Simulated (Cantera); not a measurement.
A perfectly stirred reactor is fed with 2.74 % C₂H₆, 18.1 % O₂, 67.9 % N₂, 5.21 % H₂O, 6.03 % CO₂, equivalence ratio 0.53, at 5.00 bar; it is adiabatic with a 773 K inlet, and is followed from long to short residence time, starting on the burning branch (τ in s: 0.079, 0.039, 0.019, 0.0094, 0.0046, 0.0023, 0.0011, 0.00056, 0.00027, 0.00013, 6.6e-05, 3.3e-05).

Cantera simulation using GRI-Mech 3.0 (53 species, 325 reactions); the numbers are that mechanism's predictions, not measurements.

x: mole fraction; the columns are a selection and need not sum to one.

| τ (s) | T (K) | x C₂H₆ | x O₂ | x H₂O | x C₂H₄ | x H | x H₂ | x CH₂O |
|---|---|---|---|---|---|---|---|---|
| 0.079 | 1783 | 6.94e-7 | 0.0837 | 0.132 | ___ | 1.44e-6 | 2.28e-5 | 2.39e-7 |
| 0.039 | 1782 | 1.22e-6 | 0.0838 | 0.132 | ___ | 2.43e-6 | 3.29e-5 | 3.97e-7 |
| 0.019 | 1780 | 2.11e-6 | 0.0838 | 0.132 | ___ | 4.42e-6 | 4.97e-5 | 6.55e-7 |
| 0.0094 | 1777 | 3.53e-6 | 0.0839 | 0.132 | ___ | 8.21e-6 | 7.60e-5 | 1.07e-6 |
| 0.0046 | 1772 | 5.90e-6 | 0.0841 | 0.132 | ___ | 1.56e-5 | 0.000118 | 1.80e-6 |
| 0.0023 | 1766 | 9.69e-6 | 0.0844 | 0.131 | ___ | 2.91e-5 | 0.000181 | 3.09e-6 |
| 0.0011 | 1755 | 1.66e-5 | 0.0849 | 0.131 | ___ | 5.54e-5 | 0.000285 | 5.73e-6 |
| 0.00056 | 1739 | 2.77e-5 | 0.0857 | 0.130 | ___ | 9.65e-5 | 0.000428 | 1.06e-5 |
| 0.00027 | 1711 | 5.13e-5 | 0.0874 | 0.129 | ___ | 0.000165 | 0.000660 | 2.19e-5 |
| 0.00013 | 1659 | 0.000115 | 0.0910 | 0.128 | ___ | 0.000244 | 0.00106 | 5.29e-5 |
| 6.6e-5 | 773 | 0.0274 | 0.181 | 0.0521 | <1e-12 | <1e-12 | <1e-12 | <1e-12 |
| 3.3e-5 | 773 | 0.0274 | 0.181 | 0.0521 | <1e-12 | <1e-12 | <1e-12 | <1e-12 |

Task: What belongs in the gaps?

Result: 
- 0.079, x C₂H₄: 2.44e-6
- 0.039, x C₂H₄: 4.23e-6
- 0.019, x C₂H₄: 7.15e-6
- 0.0094, x C₂H₄: 1.16e-5
- 0.0046, x C₂H₄: 1.84e-5
- 0.0023, x C₂H₄: 2.83e-5
- 0.0011, x C₂H₄: 4.37e-5
- 0.00056, x C₂H₄: 6.45e-5
- 0.00027, x C₂H₄: 0.000100
- 0.00013, x C₂H₄: 0.000185
